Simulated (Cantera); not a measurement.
**Catalytic combustion on Pt**

An isothermal plug-flow reactor at 700 K and 760 Torr (inlet), inlet velocity 1.7 m/s, active area per volume 820 1/m; feed H2 : O2 : N2 = 0.017 : 0.14 : 0.79 (molar parts).

Detailed kinetics in Cantera: Deutschmann's 1995 Pt surface mechanism with GRI-Mech 3.0 gas chemistry. Catalytic surfaces can have several steady states; this one follows from the mechanism file's or the stated starting coverage. Mass transfer to the wall is taken as infinitely fast.

```tsv
z (m)	x H2	x O2	x H2O	θ free Pt	θ O*	θ OH*
0.0002	0.0107	0.145	0.00731	0.133	0.860	0.00725
0.00033	0.00845	0.144	0.00958	0.106	0.887	0.00690
0.00054	0.00629	0.143	0.0118	0.0792	0.914	0.00635
0.00091	0.00432	0.142	0.0138	0.0550	0.939	0.00557
0.0015	0.00287	0.141	0.0152	0.0371	0.958	0.00475
0.0025	0.00181	0.141	0.0163	0.0244	0.972	0.00395
0.0042	0.00108	0.141	0.0170	0.0161	0.981	0.00326
0.007	0.000609	0.140	0.0175	0.0112	0.986	0.00276
0.012	0.000289	0.140	0.0178	0.00847	0.989	0.00241
0.02	0.000111	0.140	0.0180	0.00717	0.991	0.00223
```
x: gas mole fraction; θ: surface coverage.
